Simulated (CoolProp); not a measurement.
n-butane along the isotherm 100.15 °C: Z from the reference equation and from simpler models built on Tc = 152.0 °C, pc = 3.796 MPa, ω = 0.201; each cubic takes its own stable root.

The numbers come from the reference Helmholtz-energy equation of state, Bücker 2006 in CoolProp.

| p (MPa) | phase | reference | Redlich-Kwong | Soave-Redlich-Kwong | Peng-Robinson |
|---|---|---|---|---|---|
| 0.006 | gas | 0.9992 | 0.9992 | 0.9992 | 0.9991 |
| 0.00905 | gas | 0.9988 | 0.9988 | 0.9988 | 0.9987 |
| 0.0137 | gas | 0.9981 | 0.9982 | 0.9981 | 0.9980 |
| 0.0206 | gas | 0.9972 | 0.9973 | 0.9972 | 0.9970 |
| 0.0311 | gas | 0.9957 | 0.9959 | 0.9958 | 0.9954 |
| 0.0469 | gas | 0.9936 | 0.9939 | 0.9936 | 0.9931 |
| 0.0707 | gas | 0.9903 | 0.9908 | 0.9904 | 0.9896 |
| 0.107 | gas | 0.9852 | 0.9860 | 0.9854 | 0.9842 |
| 0.161 | gas | 0.9776 | 0.9788 | 0.9779 | 0.9761 |
| 0.243 | gas | [?] | 0.9677 | 0.9664 | 0.9636 |
| 0.366 | gas | 0.9477 | 0.9507 | [?] | 0.9445 |
| 0.553 | gas | [?] | 0.9239 | 0.9207 | 0.9145 |
| 0.834 | gas | 0.8719 | 0.8813 | 0.8759 | [?] |
| 1.26 | gas | 0.7895 | 0.8089 | [?] | 0.7852 |
| 1.9 | liquid | 0.07584 | [?] | 0.08622 | [?] |

Task: Complete the blanks.

Result: 
- 0.243, reference: 0.9658
- 0.366, Soave-Redlich-Kwong: 0.9487
- 0.553, reference: 0.9188
- 0.834, Peng-Robinson: 0.8666
- 1.26, Soave-Redlich-Kwong: 0.7990
- 1.9, Redlich-Kwong: 0.09009
- 1.9, Peng-Robinson: 0.07608
